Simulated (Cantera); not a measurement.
A Cantera script and its output.

```python
import numpy as np
import cantera as ct

gas = ct.Solution("gri30.yaml")
gas.TPX = 1300, 3100, {'H2': 0.34, 'O2': 1.4}
inlet = ct.Reservoir(gas, clone=True)

reactor = ct.IdealGasConstPressureReactor(gas, energy="off", clone=False)
exhaust = ct.Reservoir(gas, clone=True)
tau = [13, 5.3, 2.2, 0.89, 0.36, 0.15, 0.061, 0.025, 0.01, 0.0042][0]
for a, b in ((inlet, reactor), (reactor, exhaust)):
    ct.MassFlowController(a, b, mdot=lambda t: reactor.mass / tau)
net = ct.ReactorNet([reactor])
show = ['H2', 'O2', 'H2O', 'H2O2', 'HO2']

rows = []
print(f"{'tau/s':>10s}{'T/K':>9s}" + "".join(f"{s:>11s}" for s in show))
for tau in [13, 5.3, 2.2, 0.89, 0.36, 0.15, 0.061, 0.025, 0.01, 0.0042]:
    net.initial_time = 0.0
    net.advance(30 * tau)
    before = gas.X
    net.advance(40 * tau)
    drift = np.max(np.abs(gas.X - before) / (gas.X + 1e-9))
    rows.append([gas.T, *gas[show].X, drift])
    print(f"{tau:10.3e}{gas.T:9.1f}" + "".join(f"{x:11.3e}" for x in gas[show].X))
```

Output:

```
     tau/s      T/K         H2         O2        H2O       H2O2        HO2
 1.300e+01   1300.0  5.492e-05  7.829e-01  2.160e-01  1.008e-07  1.145e-06
 5.300e+00   1300.0  9.915e-05  7.826e-01  2.158e-01  1.418e-07  1.884e-06
 2.200e+00   1300.0  1.762e-04  7.821e-01  2.154e-01  1.942e-07  2.975e-06
 8.900e-01   1300.0  3.170e-04  7.812e-01  2.148e-01  2.626e-07  4.569e-06
 3.600e-01   1300.0  5.668e-04  7.798e-01  2.139e-01  3.467e-07  6.666e-06
 1.500e-01   1300.0  9.865e-04  7.775e-01  2.124e-01  4.416e-07  9.078e-06
 6.100e-02   1300.0  1.725e-03  7.734e-01  2.097e-01  5.470e-07  1.171e-05
 2.500e-02   1300.0  2.957e-03  7.664e-01  2.050e-01  6.465e-07  1.411e-05
 1.000e-02   1300.0  5.007e-03  7.548e-01  1.966e-01  7.224e-07  1.591e-05
 4.200e-03   1300.0  7.930e-03  7.391e-01  1.841e-01  7.530e-07  1.665e-05
```

Computed with Cantera and GRI-Mech 3.0 (53 species, 325 reactions). Radical loss at walls, strong at low pressure, is not modelled. The temperature is held fixed by assumption; the heat of reaction is taken as removed at once.
